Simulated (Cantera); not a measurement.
Input: 1 mol C3H6, 0.015 mol O2, 1.2 mol H2, equilibrated at 48.0 mbar.

Method: chemical equilibrium by Gibbs-energy minimisation in Cantera with the NASA 1993 tables (ideal gas, pure condensed phases). Candidate condensed phases: C, C6H6, C7H8, C8H18, H2O; 110 gas species. Rates play no part. All values below are at 2973 K.

Base state: H2 0.491, H 0.464, C2H2 (acetylene) 0.0282, CO 0.00539, C3 0.00486, C2H 0.00441, C 0.000815, C4H2 0.000676 (mole fractions); condensed: C(graphite).

What changes in the equilibrium state with this change: 0.035 mol H2O added?


```
species              before     after
-----------------  --------  --------
H2                    0.491     0.487
H                     0.464     0.462
C2H2 (acetylene)     0.0282    0.0280
CO                  0.00539    0.0115
CH3                 1.40e-5   1.38e-5
C4H2               0.000676  0.000671
C2H2 (vinylidene)   8.35e-5   8.28e-5
C6H2                1.72e-5   1.70e-5
CH2                 3.07e-5   3.04e-5
C(graphite), mol       2.50      2.46
```
